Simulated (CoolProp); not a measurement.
A simple Rankine cycle with R141b: condensing at 289.15 K, boiler at 0.402 MPa, turbine inlet 391.3 K, turbine efficiency 0.65, pump efficiency 0.6, no recuperator. Each further row changes one setting.

Values from CoolProp's reference Helmholtz-energy equation of state, Lemmon 2006. It is a short technical equation, of lower accuracy than the large ones.

```json
[
 {"case": "as stated", "thermal efficiency (%)": "10.1", "net work (kJ/kg)": "___", "heat in (kJ/kg)": "309", "turbine exit temperature (K)": "348.4", "volume ratio over the turbine": "___"},
 {"case": "turbine inlet 411.3 K", "thermal efficiency (%)": "10.1", "net work (kJ/kg)": "___", "heat in (kJ/kg)": "___", "turbine exit temperature (K)": "368.1", "volume ratio over the turbine": "6.77"},
 {"case": "condensing temperature 281.15 K", "thermal efficiency (%)": "11.3", "net work (kJ/kg)": "36.0", "heat in (kJ/kg)": "___", "turbine exit temperature (K)": "342.2", "volume ratio over the turbine": "9.31"},
 {"case": "boiler pressure 0.281 MPa", "thermal efficiency (%)": "8.5", "net work (kJ/kg)": "26.3", "heat in (kJ/kg)": "311", "turbine exit temperature (K)": "___", "volume ratio over the turbine": "4.76"},
 {"case": "turbine efficiency 0.55", "thermal efficiency (%)": "8.5", "net work (kJ/kg)": "26.3", "heat in (kJ/kg)": "309", "turbine exit temperature (K)": "354.2", "volume ratio over the turbine": "___"}
]
```

Problem. Complete the blanks.

Solution. 
- as stated, net work (kJ/kg): 31.2
- as stated, volume ratio over the turbine: 6.80
- turbine inlet 411.3 K, net work (kJ/kg): 33.1
- turbine inlet 411.3 K, heat in (kJ/kg): 328
- condensing temperature 281.15 K, heat in (kJ/kg): 318
- boiler pressure 0.281 MPa, turbine exit temperature (K): 356.7
- turbine efficiency 0.55, volume ratio over the turbine: 6.91
